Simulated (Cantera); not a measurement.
## Pyrogenic steam for wet oxidation

An isothermal, constant-pressure homogeneous reactor starts with 7.77 % H₂, 4.85 % O₂, 87.4 % N₂, at 975 K and 0.360 bar.

Cantera simulation using the H2/O2 subset of GRI-Mech 3.0, which has no nitrogen chemistry; the numbers are that mechanism's predictions, not measurements. The temperature is held fixed by assumption; the heat of reaction is taken as removed at once.

```
t (s)         x H₂    x O₂     x HO₂      x OH    x H₂O₂     x H₂O
--------  --------  ------  --------  --------  --------  --------
2.00e-5     0.0777  0.0485  1.03e-11    <1e-12    <1e-12    <1e-12
7.19e-5     0.0777  0.0485  4.20e-11  1.43e-12    <1e-12  1.76e-11
0.000258    0.0777  0.0485  3.07e-10  1.65e-11    <1e-12  5.46e-10
0.000928    0.0777  0.0485   1.45e-7   1.04e-8  2.47e-10   4.54e-7
0.00334    0.00450  0.0125   5.42e-6  0.000257   7.01e-7    0.0750
0.0120    0.000456  0.0103   3.14e-6   2.31e-5   4.28e-7    0.0803
0.0431    0.000112  0.0102   1.63e-6   5.73e-6   2.51e-7    0.0807
0.155      2.84e-5  0.0101   6.11e-7   1.62e-6   6.53e-8    0.0808
0.557      6.40e-6  0.0101   1.61e-7   5.21e-7   6.04e-9    0.0808
2.00       9.14e-7  0.0101   2.45e-8   2.20e-7  4.65e-10    0.0808
```
x: mole fraction; the columns are a selection and need not sum to one.

Equilibrium at this temperature and pressure: H₂ 5.49e-11, O₂ 0.0101, HO₂ 4.42e-11, OH 3.80e-8, H₂O₂ 9.88e-12, H₂O 0.0808 (gas phase only).
